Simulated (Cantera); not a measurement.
Cantera run:

```python
import numpy as np
import cantera as ct

gas_names = """
    O2 H2O
""".split()
cond_names = """
    Ba(L) BaO(s) BaO2H2(L)
""".split()


# ... load() reads the species with a 1 bar reference pressure and builds the phases ...
species = {s.name: s for s in load("nasa_gas.yaml", gas_names) + load("nasa_condensed.yaml", cond_names)}
T = 1275
g = {n: (s.thermo.h(T) - T * s.thermo.s(T)) / (ct.gas_constant * T * np.log(10)) for n, s in species.items()}
valid = cond_names  # the entries whose range holds T


def stable(la, lb):
    # potentials (over RT ln 10) of the two non-metals from log10 p(O2) and log10 p(H2O) in bar
    mu = {}
    mu["O"] = (g["O2"] + la) / 2
    mu["H"] = (g["H2O"] + lb - 1 * mu["O"]) / 2
    cost = {}
    for n in valid:
        c = species[n].composition
        cost[n] = (g[n] - sum(c.get(e, 0) * m for e, m in mu.items())) / c["Ba"]
    return min(cost, key=cost.get)


results = []
for lb in [0, -2.4, -4.8, -7.1, -9.5, -11.9, -14.2, -16.6, -19]:
    row = [stable(la, lb) for la in [-20, -19, -18.1, -17.1, -16.2, -15.2, -14.3, -13.3, -12.4, -11.4, -10.5, -9.5, -8.6, -7.6, -6.7, -5.7, -4.8, -3.8, -2.9, -1.9, -1, 0]]
    results.append(row)
    print(f"{lb:6.1f}  " + " ".join(f"{valid.index(n):x}" for n in row))
print("key: " + ", ".join(f"{i:x} {n}" for i, n in enumerate(valid)))
```

Result:

```
   0.0  2 2 2 2 2 2 2 2 2 2 2 2 2 2 2 2 2 2 2 2 2 2
  -2.4  1 1 1 1 1 1 1 1 1 1 1 1 1 1 1 1 1 1 1 1 1 1
  -4.8  1 1 1 1 1 1 1 1 1 1 1 1 1 1 1 1 1 1 1 1 1 1
  -7.1  1 1 1 1 1 1 1 1 1 1 1 1 1 1 1 1 1 1 1 1 1 1
  -9.5  1 1 1 1 1 1 1 1 1 1 1 1 1 1 1 1 1 1 1 1 1 1
 -11.9  1 1 1 1 1 1 1 1 1 1 1 1 1 1 1 1 1 1 1 1 1 1
 -14.2  1 1 1 1 1 1 1 1 1 1 1 1 1 1 1 1 1 1 1 1 1 1
 -16.6  1 1 1 1 1 1 1 1 1 1 1 1 1 1 1 1 1 1 1 1 1 1
 -19.0  1 1 1 1 1 1 1 1 1 1 1 1 1 1 1 1 1 1 1 1 1 1
key: 0 Ba(L), 1 BaO(s), 2 BaO2H2(L)
```

Cantera with NASA thermochemical tables; ideal gases at 1 bar, condensed phases pure. Not in the tables: the peroxide. Part of the grid cannot be reached: there another gas would pass 10 bar, or a non-metal would condense.
